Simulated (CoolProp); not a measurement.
200 sccm (0 °C, 1 atm) of nitrogen bubbles through liquid octamethyltrisiloxane (MDM) at 347.6 K and leaves saturated at a total pressure of 0.0781 MPa (ideal gas phase). Each further row changes one setting.

Computed with CoolProp (reference Helmholtz-energy equation of state, Thol 2017).

```json
[
 {"case": "as stated", "vapour pressure (kPa)": "7.15", "mole fraction of vapour": "0.0915", "delivery (mg/min)": "…", "delivery (sccm)": "…", "change of delivery for a bath 1 K warmer (%)": "…"},
 {"case": "bath temperature 352.6 K", "vapour pressure (kPa)": "8.87", "mole fraction of vapour": "0.114", "delivery (mg/min)": "270", "delivery (sccm)": "25.6", "change of delivery for a bath 1 K warmer (%)": "4.9"},
 {"case": "total pressure 0.156 MPa", "vapour pressure (kPa)": "7.15", "mole fraction of vapour": "0.0458", "delivery (mg/min)": "101", "delivery (sccm)": "9.60", "change of delivery for a bath 1 K warmer (%)": "4.7"}
]
```

### Question
Complete the blanks.

### Answer

- as stated, delivery (mg/min): 213
- as stated, delivery (sccm): 20.1
- as stated, change of delivery for a bath 1 K warmer (%): 5.0
